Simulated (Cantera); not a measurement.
## Thermodynamics of silicon epitaxy and polysilicon growth, feed Si2Cl6 + H2

Charge: 1 mol Si2Cl6, 270 mol H2, held at 400 Pa.

Equilibrium computed with Cantera from the NASA thermochemical tables; the gas is ideal and each condensed phase is pure. Candidate condensed phases: Si; 19 gas species. The feed counts by its element totals alone. The tables' values for SiCl, SiCl3 are old estimates; treat these amounts as uncertain. Gases not in the tables: Si2H6 and higher silanes. Rates play no part.

From 1025 °C to 1375 °C the condensed part is Si(s). From 1425 °C to 1525 °C the condensed part is Si(l). The main Si-bearing gas is SiCl2 throughout. The share of Si in condensed phases is highest at 1025 °C (85.2 %) and lowest at 1525 °C (70.6 %).

```tsv
T (°C)	x H2	x HCl	x H	x SiCl2	x Si	x SiCl	n Si(s)	n Si(l)
1025	0.979	0.0198	1.68e-5	0.00106	1.02e-8	6.83e-8	1.70	0
1075	0.979	0.0197	3.62e-5	0.00111	4.70e-8	1.82e-7	1.69	0
1125	0.979	0.0196	7.40e-5	0.00116	1.95e-7	4.53e-7	1.68	0
1175	0.979	0.0196	0.000144	0.00120	7.31e-7	1.05e-6	1.67	0
1225	0.979	0.0195	0.000269	0.00124	2.51e-6	2.32e-6	1.66	0
1275	0.979	0.0194	0.000482	0.00128	7.94e-6	4.84e-6	1.65	0
1325	0.978	0.0193	0.000833	0.00131	2.34e-5	9.62e-6	1.63	0
1375	0.978	0.0192	0.00139	0.00134	6.44e-5	1.83e-5	1.61	0
1425	0.977	0.0192	0.00226	0.00135	0.000164	3.31e-5	0	1.57
1475	0.975	0.0193	0.00357	0.00127	0.000364	5.34e-5	0	1.52
1525	0.973	0.0193	0.00549	0.00119	0.000771	8.38e-5	0	1.41
```
x: gas mole fraction; n: condensed amount in mol.
